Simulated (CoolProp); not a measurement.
Vapour-liquid equilibrium of acetone (1) + p-xylene (2) at 0.115 MPa; x and y are mole fractions of (1).

Values from CoolProp's multi-fluid Helmholtz-energy mixture model, Lemmon 2006 and Zhou 2012; pair parameters Bell 2016.

### Question
Give the bubble temperature and the first vapour's composition at x = 0.15, 0.25, 0.65. Is there an azeotrope?

### Answer
x = 0.15: 101.2 °C, y = 0.736; x = 0.25: 89.3 °C, y = 0.839; x = 0.65: 69.8 °C, y = 0.952. No azeotrope shows between x = 0.05 and 0.95.

The pair parameters rest on a limited set of measurements; away from them the model extrapolates.
